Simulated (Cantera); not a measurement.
A closed system holds: 1 mol Si, 4.4 mol Br₂, at 548.15 K and 1.20 Pa.

Equilibrium computed with Cantera from the NASA thermochemical tables; the gas is ideal and each condensed phase is pure. Candidate condensed phases: Br₂, Si; 9 gas species. Equilibrium is a limit: real reactors are often held back by kinetics, nucleation or transport.

Base state: Br₂ 0.706, SiBr₄ 0.294, Br 8.90e-5 (mole fractions); condensed: gas only.

Task: What changes in the equilibrium state with this change: temperature from 548.15 K to 1100 K?

Result: 
```json
[
 {"species": "Br", "before": "8.90e-5", "after": "0.796"},
 {"species": "SiBr₄", "before": "0.294", "after": "0.177"},
 {"species": "Br₂", "before": "0.706", "after": "0.0270"},
 {"species": "SiBr₃", "before": "<1e-9", "after": "0.000264"},
 {"species": "SiBr₂", "before": "<1e-9", "after": "4.81e-5"}
]
```
The tables' values for SiBr₃ are old estimates; treat these amounts as uncertain.
